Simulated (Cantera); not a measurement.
# Moist CO burnout

An isothermal, constant-pressure homogeneous reactor starts with 0.0953 % CO, 2.76 % O₂, 1.81 % H₂O, 95.3 % N₂, equivalence ratio 0.017, at 1500 K and 84000 Pa.

Computed with Cantera and GRI-Mech 3.0 (53 species, 325 reactions).

```json
[
 {"t (s)": "0.000200", "x CO": "0.000953", "x O₂": "0.0276", "x H₂O": "0.0181", "x O": "8.26e-9", "x OH": "3.96e-8", "x H₂": "1.06e-9"},
 {"t (s)": "0.000632", "x CO": "0.000953", "x O₂": "0.0276", "x H₂O": "0.0181", "x O": "5.22e-8", "x OH": "3.63e-7", "x H₂": "2.05e-8"},
 {"t (s)": "0.00200", "x CO": "0.000931", "x O₂": "0.0276", "x H₂O": "0.0181", "x O": "4.54e-6", "x OH": "2.77e-5", "x H₂": "2.21e-6"},
 {"t (s)": "0.00632", "x CO": "9.56e-5", "x O₂": "0.0271", "x H₂O": "0.0180", "x O": "8.39e-5", "x OH": "0.000220", "x H₂": "2.74e-5"},
 {"t (s)": "0.0200", "x CO": "2.55e-6", "x O₂": "0.0272", "x H₂O": "0.0181", "x O": "7.95e-6", "x OH": "6.88e-5", "x H₂": "2.54e-6"},
 {"t (s)": "0.0632", "x CO": "1.14e-7", "x O₂": "0.0272", "x H₂O": "0.0181", "x O": "1.59e-6", "x OH": "3.08e-5", "x H₂": "4.94e-7"},
 {"t (s)": "0.200", "x CO": "3.38e-8", "x O₂": "0.0272", "x H₂O": "0.0181", "x O": "7.76e-7", "x OH": "2.15e-5", "x H₂": "2.41e-7"},
 {"t (s)": "0.632", "x CO": "3.11e-8", "x O₂": "0.0272", "x H₂O": "0.0181", "x O": "7.34e-7", "x OH": "2.09e-5", "x H₂": "2.28e-7"},
 {"t (s)": "2.00", "x CO": "3.11e-8", "x O₂": "0.0272", "x H₂O": "0.0181", "x O": "7.34e-7", "x OH": "2.09e-5", "x H₂": "2.28e-7"},
 {"t (s)": "6.32", "x CO": "3.11e-8", "x O₂": "0.0272", "x H₂O": "0.0181", "x O": "7.34e-7", "x OH": "2.09e-5", "x H₂": "2.28e-7"},
 {"t (s)": "20.0", "x CO": "3.11e-8", "x O₂": "0.0272", "x H₂O": "0.0181", "x O": "7.34e-7", "x OH": "2.09e-5", "x H₂": "2.28e-7"},
 {"t (s)": "63.2", "x CO": "3.11e-8", "x O₂": "0.0272", "x H₂O": "0.0181", "x O": "7.34e-7", "x OH": "2.09e-5", "x H₂": "2.28e-7"},
 {"t (s)": "200", "x CO": "3.11e-8", "x O₂": "0.0272", "x H₂O": "0.0181", "x O": "7.34e-7", "x OH": "2.09e-5", "x H₂": "2.28e-7"}
]
```
x: mole fraction; the columns are a selection and need not sum to one.

Equilibrium at this temperature and pressure: CO 3.12e-8, O₂ 0.0269, H₂O 0.0181, O 7.31e-7, OH 2.09e-5, H₂ 2.29e-7 (gas phase only).
